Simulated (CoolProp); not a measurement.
Aqueous ethylene glycol as a coolant, 17 % by mass, freezing at -6.4 °C, 1 atm.

Model: Melinder's fits for secondary coolants, in CoolProp.

| T (°C) | cp (kJ/(kg K)) | viscosity (mPa s) | density (kg/m³) | conductivity (W/(m K)) |
|---|---|---|---|---|
| -5.1 | 3.910 | 3.51 | 1025 | 0.489 |
| 3.1 | 3.920 | 2.60 | 1024 | ? |
| 11.3 | ? | ? | 1022 | 0.510 |
| 19.5 | 3.943 | 1.56 | 1020 | 0.520 |
| 27.6 | 3.955 | ? | ? | 0.530 |
| 35.8 | 3.968 | 1.03 | ? | 0.539 |

**Question.** Fill in the missing entries.

**Answer.** 
- 3.1, conductivity (W/(m K)): 0.500
- 11.3, cp (kJ/(kg K)): 3.931
- 11.3, viscosity (mPa s): 1.98
- 27.6, viscosity (mPa s): 1.26
- 27.6, density (kg/m³): 1018
- 35.8, density (kg/m³): 1015
